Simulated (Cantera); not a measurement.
Input (Python, Cantera) and output of one run.

```python
import numpy as np
import cantera as ct

gas_names = """
    B BCL BCL2 BCL3 BH BH2 BH3 BN B2 CL CL2 H HCL H2 N NH NH2 NH3 N2 N2H2 N2H4
""".split()
cond_names = """
    B(b) B(L) BN(s) NH4CL(a) NH4CL(b)
""".split()


# ... load() reads the species with a 1 bar reference pressure and builds the phases ...
atoms = {
    'BCl3': {'B': 1, 'CL': 3},
    'H2': {'H': 2},
    'N2': {'N': 2},
}
top_T = {'BN(s)': 3200}  # K; cautious upper limits of use, not melting points


# ... equilibrate(T, P, feed) seeds the gas with the atoms and calls Mixture.equilibrate('TP', solver="vcs", rtol=1e-11, max_steps=5000) ...
results = []
feed = {'BCl3': 1, 'H2': 150, 'N2': 82}  # mol
T = 1298  # K
P = 10000  # Pa
mix = equilibrate(T, P, feed)
results.append((T, P, feed, dict(zip(mix.species_names, mix.species_moles))))
x = sorted(zip(gas.X, gas.species_names), reverse=True)
print(f"T = {T:g} K  P = {P:g} Pa  gas = {mix.phase_moles(0):.4g} mol")
print("   x: " + "  ".join(f"{s} {v:.3e}" for v, s in x if v > 0.0001))
print("   condensed (mol): " + ("  ".join(f"{mix.phase(i).name} {mix.phase_moles(i):.4g}"
      for i in range(1, mix.n_phases) if mix.phase_moles(i) > 1e-12) or "none"))
```

Output:

```
T = 1298 K  P = 10000 Pa  gas = 233 mol
   x: H2 6.373e-01  N2 3.498e-01  HCL 1.288e-02
   condensed (mol): BN(s) 1
```

Method: chemical equilibrium by Gibbs-energy minimisation in Cantera with the NASA 1993 tables (ideal gas, pure condensed phases). N2 is the only nitrogen source here; it is nearly inert below about 1500 K, so the nitride shown seldom forms there in practice.
